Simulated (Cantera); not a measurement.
An adiabatic, constant-volume homogeneous reactor starts with CH4 : O2 : N2 : H2O = 1 : 2.86 : 10.6 : 1.3 (molar parts), equivalence ratio 0.70, at 1575 K and 1200000 Pa.

Model: GRI-Mech 3.0 (53 species, 325 reactions), integrated in Cantera. The pressure lies above the range GRI-Mech 3.0 was tuned for (to about 10 atm).

x: mole fraction; the columns are a selection and need not sum to one.

```tsv
t (s)	T (K)	P (bar)	x CH4	x O2	x H2O	x CO	x CH2O	x C2H4	x CH2
1.00e-6	1575	12.0	0.0634	0.181	0.0825	3.82e-10	(withheld)	1.09e-10	1.56e-12
2.82e-6	1575	12.0	0.0634	0.181	0.0825	1.04e-8	(withheld)	4.55e-9	1.56e-11
7.95e-6	1575	12.0	0.0634	0.181	0.0825	4.37e-7	(withheld)	2.35e-7	2.28e-10
2.24e-5	1577	12.0	0.0628	0.181	0.0829	2.59e-5	(withheld)	1.09e-5	2.62e-9
6.31e-5	1629	12.4	0.0544	0.175	0.0900	0.00231	(withheld)	0.000672	9.71e-8
0.000178	2860	22.1	<1e-12	0.0512	0.192	0.00972	4.31e-10	<1e-12	<1e-12
0.000502	2847	22.0	<1e-12	0.0476	0.192	0.00960	4.20e-10	<1e-12	<1e-12
0.00141	2846	22.0	<1e-12	0.0472	0.193	0.00959	4.19e-10	<1e-12	<1e-12
0.00399	2846	22.0	<1e-12	0.0472	0.193	0.00959	4.19e-10	<1e-12	<1e-12
0.0112	2846	22.0	<1e-12	0.0472	0.193	0.00959	4.19e-10	<1e-12	<1e-12
0.0317	2846	22.0	<1e-12	0.0472	0.193	0.00959	4.19e-10	<1e-12	<1e-12
0.0893	2846	22.0	<1e-12	0.0472	0.193	0.00959	4.19e-10	<1e-12	<1e-12
0.252	2846	22.0	<1e-12	0.0472	0.193	0.00959	4.19e-10	<1e-12	<1e-12
0.710	2846	22.0	<1e-12	0.0472	0.193	0.00959	4.19e-10	<1e-12	<1e-12
2.00	2846	22.0	<1e-12	0.0472	0.193	0.00959	4.19e-10	<1e-12	<1e-12
```

Task: Some entries are withheld; supply them.

Result: 
- 1.00e-6, x CH2O: 1.49e-7
- 2.82e-6, x CH2O: 1.52e-6
- 7.95e-6, x CH2O: 1.85e-5
- 2.24e-5, x CH2O: 0.000212
- 6.31e-5, x CH2O: 0.00203
